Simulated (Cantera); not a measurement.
An adiabatic, constant-pressure homogeneous reactor starts with CH₃OH : O₂ : N₂ = 1 : 1.63 : 6.13 (molar parts), at 1575 K and 0.520 bar. Integrator tolerance rtol = 1e-08.

Model: GRI-Mech 3.0 (53 species, 325 reactions), integrated in Cantera. GRI-Mech 3.0 was tuned for natural gas; its chemistry of methanol as a main component is partial and can be far from experiment.

Question: What does this change do: initial temperature 1575 to 950 K?

Answer: 
```csv
quantity,before,after
time of steepest temperature rise,0.229 ms,not reached
temperature at 2.00 s,2668 K,950 K
equilibrium temperature,2668 K,2443 K
x(CH₃OH) at 2.00 s,<1e-12 (gas-phase equilibrium <1e-12),0.114 (gas-phase equilibrium <1e-12)
x(O₂) at 2.00 s,0.0306 (gas-phase equilibrium 0.0306),0.186 (gas-phase equilibrium 0.0222)
x(CO) at 2.00 s,0.0415 (gas-phase equilibrium 0.0415),1.40e-6 (gas-phase equilibrium 0.0214)
x(NO₂) at 2.00 s,2.14e-6 (gas-phase equilibrium 2.14e-6),<1e-12 (gas-phase equilibrium 1.35e-6)
x(CO₂) at 2.00 s,0.0615 (gas-phase equilibrium 0.0615),5.95e-8 (gas-phase equilibrium 0.0844)
```
Below about 1000 K GRI-Mech 3.0 lacks low-temperature oxidation paths.

Question: What does this change do: initial temperature 1575 to 1325 K?

Answer: 
```
quantity                                                            before                                    after
---------------------------------  ---------------------------------------  ---------------------------------------
time of steepest temperature rise                                 0.229 ms                                  2.89 ms
temperature at 2.00 s                                               2668 K                                   2584 K
equilibrium temperature                                             2668 K                                   2584 K
x(CH₃OH) at 2.00 s                   <1e-12 (gas-phase equilibrium <1e-12)    <1e-12 (gas-phase equilibrium <1e-12)
x(O₂) at 2.00 s                      0.0306 (gas-phase equilibrium 0.0306)    0.0274 (gas-phase equilibrium 0.0274)
x(CO) at 2.00 s                      0.0415 (gas-phase equilibrium 0.0415)    0.0337 (gas-phase equilibrium 0.0337)
x(NO₂) at 2.00 s                   2.14e-6 (gas-phase equilibrium 2.14e-6)  1.83e-6 (gas-phase equilibrium 1.83e-6)
x(CO₂) at 2.00 s                     0.0615 (gas-phase equilibrium 0.0615)    0.0705 (gas-phase equilibrium 0.0705)
```
